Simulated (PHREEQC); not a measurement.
Solution (25 °C): 0.0073 mol NaHSO4, 0.18 mol NaF and 0.00035 mol KCl per kg of water. Closed to the air; pH follows from the charge balance.

Model: ion-association model, phreeqc.dat, run in PHREEQC.

```csv
quantity,before,after
pH,4.57,3.72
F- (mol/kgw),0.162,0.0279
NaF (mol/kgw),0.00848,0.000449
HF (mol/kgw),0.00449,0.00633
```

Task: Name the change that produced these shifts.
(A) temperature from 25 to 15 °C
(B) 0.017 mol/kgw NaCl added
(C) NaF from 0.18 to 0.036 mol/kgw
(D) NaHSO4 from 0.0073 to 0.073 mol/kgw
(E) KCl left out

Result: C, NaF from 0.18 to 0.036 mol/kgw

This is a speciation only: nothing precipitates in the calculation.
